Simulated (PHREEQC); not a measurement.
Dissolve 0.00039 mol CuCl2, 8.7e-06 mol HNO3 and 0.0039 mol NaCl per kg of water at 20 °C. Closed to the air; pH follows from the charge balance.

Computed with PHREEQC (ion-association model, wateq4f.dat).

This is a speciation only: nothing precipitates in the calculation.

Question: Predict the pH.

Answer: pH 5.06.
